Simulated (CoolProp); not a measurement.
Vapour-liquid equilibrium of cyclohexane (1) + o-xylene (2) at 8.14 bar; x and y are mole fractions of (1).

Computed with CoolProp (multi-fluid Helmholtz-energy mixture model, Zhou 2014 and Zhou 2012; pair parameters Bell 2016).

Question: Give the bubble temperature and the first vapour's composition at x = 0.05, 0.35, 0.65. Is there an azeotrope?

Answer: x = 0.05: 511.0 K, y = 0.134; x = 0.35: 478.6 K, y = 0.627; x = 0.65: 459.1 K, y = 0.843. No azeotrope shows between x = 0.05 and 0.95.

Pair parameters are fitted to limited data, so mixtures are less certain than the pure fluids.
